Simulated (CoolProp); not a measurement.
Properties of R113 along the isotherm 445.8 K (Tc = 487.2 K, pc = 3392 kPa, ω = 0.253).

The numbers come from the reference Helmholtz-energy equation of state, Marx 1992 in CoolProp.

| p (kPa) | phase | density (kg/m³) | speed of sound (m/s) | Joule-Thomson coefficient (K/MPa) | fugacity coefficient |
|---|---|---|---|---|---|
| 5.36 | gas | 0.2712 | 144.8 | 10.94 | 0.9993 |
| 10.2 | gas | 0.5163 | 144.7 | 10.95 | 0.9986 |
| 19.3 | gas | 0.9782 | 144.5 | … | 0.9974 |
| 36.5 | gas | 1.854 | 144.2 | 11.01 | 0.9952 |
| 69.3 | gas | 3.536 | 143.7 | 11.09 | 0.9908 |
| 131 | gas | 6.741 | 142.6 | 11.25 | 0.9827 |
| 249 | gas | 13.03 | 140.5 | 11.56 | 0.9671 |
| 472 | gas | 25.55 | 136.4 | 12.21 | … |
| 895 | gas | … | … | 13.82 | 0.8825 |
| 1700 | gas | 122.9 | 103.6 | 19.97 | 0.7755 |

Problem. Some entries are withheld; supply them.

Solution. 
- 19.3, Joule-Thomson coefficient (K/MPa): 10.97
- 472, fugacity coefficient: 0.9378
- 895, density (kg/m³): 52.18
- 895, speed of sound (m/s): 127.4
